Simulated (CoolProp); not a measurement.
Computed with CoolProp (reference Helmholtz-energy equation of state, Schroeder 2014).

Question: For ethanol, give the phase and the cp (kJ/(kg K)), viscosity (µPa s) at 403.9 K and 0.54 bar; 306.6 K and 19.4 bar.

Answer: 
- 403.9 K and 0.54 bar: gas; cp 1.81, viscosity 12.0
- 306.6 K and 19.4 bar: liquid; cp 2.50, viscosity 934

Viscosity comes from a separate model (Kiselev 2005).
